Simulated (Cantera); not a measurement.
An isothermal, constant-pressure homogeneous reactor starts with 10.3 % H2, 51.3 % O2, 38.5 % N2, equivalence ratio 0.10, at 1375 K and 0.0263 atm.

Detailed kinetics in Cantera: GRI-Mech 3.0 (53 species, 325 reactions). Radical loss at walls, strong at low pressure, is not modelled. The temperature is held fixed by assumption; the heat of reaction is taken as removed at once.

x: mole fraction; the columns are a selection and need not sum to one.

| t (s) | x H2 | x O2 | x H2O | x HO2 | x NO |
|---|---|---|---|---|---|
| 3.00e-5 | 0.103 | 0.513 | 1.87e-8 | 5.19e-8 | <1e-12 |
| 7.05e-5 | 0.103 | 0.513 | 2.12e-7 | 1.22e-7 | <1e-12 |
| 0.000166 | 0.103 | 0.513 | 5.58e-6 | 2.93e-7 | <1e-12 |
| 0.000389 | 0.0976 | 0.510 | 0.00346 | 2.69e-6 | 1.64e-11 |
| 0.000915 | 0.00458 | 0.445 | 0.0803 | 4.80e-6 | (withheld) |
| 0.00215 | 0.00412 | 0.448 | 0.0833 | 4.82e-6 | (withheld) |
| 0.00505 | 0.00343 | 0.456 | 0.0887 | 4.82e-6 | (withheld) |
| 0.0119 | 0.00219 | 0.468 | 0.0966 | 4.56e-6 | (withheld) |
| 0.0279 | 0.000858 | 0.479 | 0.104 | 3.46e-6 | 3.45e-6 |
| 0.0656 | 0.000204 | 0.484 | 0.107 | 1.67e-6 | 3.54e-6 |
| 0.154 | 4.15e-5 | 0.486 | 0.108 | 5.33e-7 | 3.55e-6 |
| 0.362 | 9.51e-6 | 0.486 | 0.108 | 1.61e-7 | 3.56e-6 |
| 0.851 | 2.62e-6 | 0.486 | 0.108 | 6.53e-8 | 3.56e-6 |
| 2.00 | 8.71e-7 | 0.486 | 0.108 | 4.80e-8 | 3.56e-6 |

Q: What belongs in the gaps?

A: 
- 0.000915, x NO: 2.13e-7
- 0.00215, x NO: 8.48e-7
- 0.00505, x NO: 1.88e-6
- 0.0119, x NO: 2.95e-6
